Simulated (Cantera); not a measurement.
Cantera run, input and output.

```python
import numpy as np
import cantera as ct

gas = ct.Solution("h2o2.yaml")
gas.TPX = 575, 93000, {'H2': 1, 'O2': 0.51, 'N2': 1.94, 'H2O': 0.26}
flame = ct.FreeFlame(gas, width=0.042)
flame.set_refine_criteria(ratio=3, slope=0.08, curve=0.16)
flame.transport_model = "mixture-averaged"
flame.solve(loglevel=0, auto=True)
z, T = flame.grid, flame.T
thick = (T[-1] - T[0]) / np.gradient(T, z).max()
show = ['H2', 'O2', 'OH', 'H2O2', 'HO2', 'H']
print(f"laminar burning velocity  {flame.velocity[0] * 100:.3f} cm/s")
print(f"burnt temperature         {T[-1]:.1f} K")
print(f"thermal thickness         {thick * 1e3:.4f} mm")
print(f"grid points               {len(z)}")
z0 = z[flame.heat_release_rate.argmax()]
print(f"{'z/mm':>9s}{'T/K':>9s}{'u/(m/s)':>9s}" + "".join(f"{s:>11s}" for s in show))
rows = []
for k in (-3, -2, -1.5, -1, -0.5, -0.25, 0, 0.25, 0.5, 1, 2, 4, 8):
    zz = z0 + k * thick
    rows.append([k * thick, np.interp(zz, z, T), np.interp(zz, z, flame.velocity),
                 *(np.interp(zz, z, flame.X[gas.species_index(s)]) for s in show)])
    print(f"{rows[-1][0] * 1e3:9.3f}{rows[-1][1]:9.1f}{rows[-1][2]:9.3f}" + "".join(f"{x:11.3e}" for x in rows[-1][3:]))
```

Result:

```
laminar burning velocity  586.905 cm/s
burnt temperature         2377.9 K
thermal thickness         0.4813 mm
grid points               127
     z/mm      T/K  u/(m/s)         H2         O2         OH       H2O2        HO2          H
   -1.444    575.0    5.869  2.695e-01  1.375e-01  4.406e-17  2.001e-15  4.513e-13  1.063e-16
   -0.963    575.0    5.869  2.695e-01  1.375e-01  2.168e-14  5.298e-13  1.149e-10  6.077e-14
   -0.722    575.0    5.869  2.695e-01  1.375e-01  3.642e-13  6.693e-12  1.418e-09  1.575e-12
   -0.481    575.0    5.868  2.694e-01  1.375e-01  5.959e-11  9.590e-10  1.808e-07  1.872e-09
   -0.241    583.0    5.922  2.654e-01  1.380e-01  9.760e-06  2.404e-06  1.450e-04  2.701e-05
   -0.120    753.1    7.475  2.369e-01  1.347e-01  6.891e-04  2.449e-05  3.111e-04  2.595e-03
    0.000   1181.3   11.335  1.510e-01  1.035e-01  2.716e-03  7.521e-06  1.186e-04  2.339e-02
    0.120   1499.3   14.188  7.004e-02  5.183e-02  8.665e-03  3.888e-06  4.739e-05  4.284e-02
    0.241   1655.1   15.553  4.830e-02  3.362e-02  1.255e-02  2.317e-06  2.675e-05  4.144e-02
    0.481   1812.1   16.867  4.316e-02  2.699e-02  1.501e-02  1.195e-06  1.758e-05  3.139e-02
    0.963   1965.1   18.097  3.914e-02  2.266e-02  1.590e-02  6.471e-07  1.164e-05  2.105e-02
    1.925   2101.9   19.158  3.326e-02  1.854e-02  1.535e-02  4.031e-07  7.326e-06  1.294e-02
    3.850   2215.8   20.017  2.643e-02  1.481e-02  1.362e-02  2.832e-07  4.486e-06  7.320e-03
```

Detailed kinetics in Cantera: the H2/O2 subset of GRI-Mech 3.0, which has no nitrogen chemistry. Burning velocities carry a grid error of a few per cent, more on coarse grids.
